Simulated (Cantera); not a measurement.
An isothermal, constant-pressure homogeneous reactor starts with CH3OH : O2 : N2 = 0.01 : 0.045 : 1 (molar parts), equivalence ratio 0.33, at 1325 K and 1.09 atm.

Model: GRI-Mech 3.0 (53 species, 325 reactions), integrated in Cantera. GRI-Mech 3.0 was tuned for natural gas; its chemistry of methanol as a main component is partial and can be far from experiment.

Question: Predict: x(O2) at 1.00 s; x(NO) at 1.00 s; x(O) at 1.00 s; x(CO2) at 1.00 s.

Answer: 
- x(O2) at 1.00 s: 0.0283 (gas-phase equilibrium 0.0282)
- x(NO) at 1.00 s: 6.12e-7 (gas-phase equilibrium 0.000187)
- x(O) at 1.00 s: 4.63e-8 (gas-phase equilibrium 4.44e-8)
- x(CO2) at 1.00 s: 0.00943 (gas-phase equilibrium 0.00943)
